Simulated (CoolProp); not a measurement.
Properties of R123 along the isobar 6.47 bar.

Values from CoolProp's reference Helmholtz-energy equation of state, Younglove 1994. It is a modified Benedict-Webb-Rubin equation, recast in Helmholtz form.

```
T (K)   phase  cp (kJ/(kg K))  cv (kJ/(kg K))  expansivity (1/kK)
-----  ------  --------------  --------------  ------------------
347.7  liquid           1.089          0.7493               2.281
358.5  liquid           1.109          0.7592               2.481
369.4     gas          0.8464          0.7317               4.661
380.3     gas          0.8419          0.7373               4.227
391.2     gas          0.8407          0.7436               3.886
402.1     gas          0.8417          0.7505               3.611
413       gas          0.8443          0.7577               3.382
423.8     gas          0.8479          0.7651               3.191
434.7     gas          0.8524          0.7726               3.025
445.6     gas          0.8575          0.7803               2.880
456.5     gas          0.8630          0.7879               2.753
467.4     gas          0.8688          0.7956               2.640
478.2     gas          0.8749          0.8032               2.539
489.1     gas          0.8811          0.8108               2.446
500       gas          0.8875          0.8184               2.362
```
